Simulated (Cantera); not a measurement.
What does this Cantera script print?

```python
import numpy as np
import cantera as ct

gas = ct.Solution("gri30.yaml")
gas.TPX = 1548, 101325, {'CH3OH': 1, 'O2': 3.26, 'N2': 12.3, 'H2O': 1.3}
reactor = ct.IdealGasConstPressureReactor(gas, energy="on", clone=False)
net = ct.ReactorNet([reactor])
net.rtol, net.atol = 1e-08, 1e-16
show = ['CH3OH', 'O2', 'H2O', 'HO2', 'HCO', 'H2']
times = np.geomspace(2e-06, 2, 16)

steps = ct.SolutionArray(gas, extra=["t"])
rows = []
print(f"{'t/s':>10s}{'T/K':>9s}{'P/Pa':>11s}" + "".join(f"{s:>11s}" for s in show))
for t in times:
    while net.time < t:
        t_next = net.step()
        steps.append(gas.state, t=t_next)
    rows.append([np.interp(t, steps.t, y) for y in (steps.T, steps.P, *steps(*show).X.T)])
    print(f"{t:10.3e}{rows[-1][0]:9.1f}{rows[-1][1]:11.4g}" + "".join(f"{x:11.3e}" for x in rows[-1][2:]))
rate = np.gradient(steps.T, steps.t)
print("integrator steps:", len(steps.t))
if steps.T.max() > steps.T[0] + 200:
    print(f"time of steepest temperature rise: {steps.t[rate.argmax()]:.4e} s")
gas.TPX = 1548, 101325, {'CH3OH': 1, 'O2': 3.26, 'N2': 12.3, 'H2O': 1.3}
gas.equilibrate("HP")
print(f"equilibrium (HP): T = {gas.T:.1f} K  " + "  ".join(f"{s} {gas[s].X[0]:.3e}" for s in show))
```

It prints:

```
       t/s      T/K       P/Pa      CH3OH         O2        H2O        HO2        HCO         H2
 2.000e-06   1548.0  1.013e+05  5.596e-02  1.825e-01  7.280e-02  1.067e-05  4.497e-10  7.569e-06
 5.024e-06   1548.0  1.013e+05  5.592e-02  1.825e-01  7.282e-02  3.210e-05  1.621e-09  2.289e-05
 1.262e-05   1547.9  1.013e+05  5.577e-02  1.824e-01  7.287e-02  9.402e-05  7.396e-09  7.212e-05
 3.170e-05   1548.2  1.013e+05  5.512e-02  1.819e-01  7.313e-02  2.935e-04  6.902e-08  3.119e-04
 7.962e-05   1559.0  1.013e+05  4.851e-02  1.781e-01  7.695e-02  1.031e-03  2.861e-06  2.845e-03
 2.000e-04   2102.4  1.013e+05  1.151e-17  9.574e-02  1.540e-01  1.354e-05  1.515e-08  8.250e-03
 5.024e-04   2351.1  1.013e+05  3.187e-19  9.404e-02  1.699e-01  6.852e-06  5.548e-10  2.272e-03
 1.262e-03   2372.9  1.013e+05  1.917e-19  9.393e-02  1.714e-01  7.252e-06  3.090e-10  1.741e-03
 3.170e-03   2372.3  1.013e+05  1.903e-19  9.374e-02  1.715e-01  7.230e-06  3.066e-10  1.736e-03
 7.962e-03   2370.8  1.013e+05  1.878e-19  9.328e-02  1.715e-01  7.174e-06  3.025e-10  1.727e-03
 2.000e-02   2367.5  1.013e+05  1.823e-19  9.226e-02  1.716e-01  7.050e-06  2.936e-10  1.707e-03
 5.024e-02   2362.0  1.013e+05  1.733e-19  9.057e-02  1.718e-01  6.845e-06  2.792e-10  1.673e-03
 1.262e-01   2357.5  1.013e+05  1.664e-19  8.921e-02  1.720e-01  6.684e-06  2.681e-10  1.647e-03
 3.170e-01   2356.7  1.013e+05  1.653e-19  8.897e-02  1.720e-01  6.656e-06  2.662e-10  1.642e-03
 7.962e-01   2356.7  1.013e+05  1.653e-19  8.897e-02  1.720e-01  6.656e-06  2.662e-10  1.642e-03
 2.000e+00   2356.7  1.013e+05  1.653e-19  8.897e-02  1.720e-01  6.656e-06  2.662e-10  1.642e-03
integrator steps: 1622
time of steepest temperature rise: 1.5398e-04 s
equilibrium (HP): T = 2356.7 K  CH3OH 1.701e-19  O2 8.897e-02  H2O 1.720e-01  HO2 6.656e-06  HCO 2.662e-10  H2 1.642e-03
```

Model: GRI-Mech 3.0 (53 species, 325 reactions), integrated in Cantera. GRI-Mech 3.0 was tuned for natural gas; its chemistry of methanol as a main component is partial and can be far from experiment.
